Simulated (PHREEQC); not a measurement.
30 mol of Polyhalite (K2MgCa2(SO4)4:2H2O) is brought to equilibrium with 1 kg of water, with rising amounts of H3BO3, at 25 °C. No CO2 enters from the air. Only these solids could form: Polyhalite, Arcanite, Brucite, Epsomite, Gypsum, Anhydrite, Hexahydrite, Kieserite, Leonite, Misenite, Portlandite, Schoenite, Syngenite, Boric_acid,s, KB5O8:4H2O, K2B4O7:4H2O.

Computed with PHREEQC (Pitzer model, pitzer.dat).

| H3BO3 added (mol) | pH | Gypsum (mol) | Arcanite (mol) |
|---|---|---|---|
| 0 | 6.72 | 1.49 | 0.0632 |
| 0.0117 | 5.64 | 1.49 | 0.0607 |
| 0.0233 | 5.49 | 1.48 | 0.0583 |
| 0.035 | 5.40 | 1.48 | 0.0557 |
| 0.0467 | 5.34 | 1.48 | 0.0532 |
| 0.0583 | 5.28 | 1.48 | 0.0507 |
| 0.07 | 5.24 | 1.48 | 0.0482 |
| 0.0817 | 5.20 | 1.48 | 0.0457 |
| 0.0933 | 5.16 | 1.48 | 0.0431 |
| 0.105 | 5.13 | 1.48 | 0.0406 |
| 0.117 | 5.10 | 1.48 | 0.0380 |
| 0.128 | 5.07 | 1.48 | 0.0355 |
| 0.14 | 5.04 | 1.48 | 0.0329 |

Species that the database lacks are ignored. In brines, pH and single-ion activities rest on the MacInnes convention.
